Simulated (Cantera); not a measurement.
A Cantera script and its output.

```python
import numpy as np
import cantera as ct

gas = ct.Solution("gri30.yaml")
gas.TPX = 500, 2000000, {'CH3OH': 1, 'O2': 1.25, 'N2': 4.7}
inlet = ct.Reservoir(gas, clone=True)
gas.equilibrate("HP")  # start burning
reactor = ct.IdealGasConstPressureReactor(gas, energy="on", clone=False)
exhaust = ct.Reservoir(gas, clone=True)
tau = [0.078, 0.036, 0.016, 0.0075, 0.0034, 0.0016, 0.00072, 0.00033, 0.00015, 6.9e-05, 3.1e-05][0]
for a, b in ((inlet, reactor), (reactor, exhaust)):
    ct.MassFlowController(a, b, mdot=lambda t: reactor.mass / tau)
net = ct.ReactorNet([reactor])
show = ['CH3OH', 'O2', 'CO2', 'NO2', 'CH4', 'CH2CO']

rows = []
print(f"{'tau/s':>10s}{'T/K':>9s}" + "".join(f"{s:>11s}" for s in show))
for tau in [0.078, 0.036, 0.016, 0.0075, 0.0034, 0.0016, 0.00072, 0.00033, 0.00015, 6.9e-05, 3.1e-05]:
    net.initial_time = 0.0
    net.advance(30 * tau)
    before = gas.X
    net.advance(40 * tau)
    drift = np.max(np.abs(gas.X - before) / (gas.X + 1e-9))
    rows.append([gas.T, *gas[show].X, drift])
    print(f"{tau:10.3e}{gas.T:9.1f}" + "".join(f"{x:11.3e}" for x in gas[show].X))
```

Output:

```
     tau/s      T/K      CH3OH         O2        CO2        NO2        CH4      CH2CO
 7.800e-02   2302.1  2.590e-07  4.412e-05  8.605e-02  9.682e-09  2.024e-06  4.867e-09
 3.600e-02   2301.5  5.359e-07  6.191e-05  8.602e-02  1.036e-08  3.714e-06  9.821e-09
 1.600e-02   2300.3  1.106e-06  9.845e-05  8.596e-02  1.172e-08  6.140e-06  1.929e-08
 7.500e-03   2298.3  2.078e-06  1.611e-04  8.584e-02  1.399e-08  8.363e-06  3.340e-08
 3.400e-03   2294.7  3.805e-06  2.755e-04  8.564e-02  1.784e-08  9.741e-06  5.369e-08
 1.600e-03   2289.2  6.494e-06  4.610e-04  8.532e-02  2.312e-08  1.002e-05  7.736e-08
 7.200e-04   2280.3  1.116e-05  7.926e-04  8.477e-02  3.008e-08  9.926e-06  1.075e-07
 3.300e-04   2267.3  1.883e-05  1.333e-03  8.390e-02  3.734e-08  1.035e-05  1.474e-07
 1.500e-04   2248.1  3.221e-05  2.220e-03  8.252e-02  4.417e-08  1.223e-05  2.130e-07
 6.900e-05   2221.2  5.576e-05  3.600e-03  8.041e-02  4.962e-08  1.713e-05  3.371e-07
 3.100e-05   2181.8  1.022e-04  5.855e-03  7.696e-02  5.263e-08  2.978e-05  6.231e-07
```

Detailed kinetics in Cantera: GRI-Mech 3.0 (53 species, 325 reactions). GRI-Mech 3.0 was tuned for natural gas; its chemistry of methanol as a main component is partial and can be far from experiment. The pressure lies above the range GRI-Mech 3.0 was tuned for (to about 10 atm).
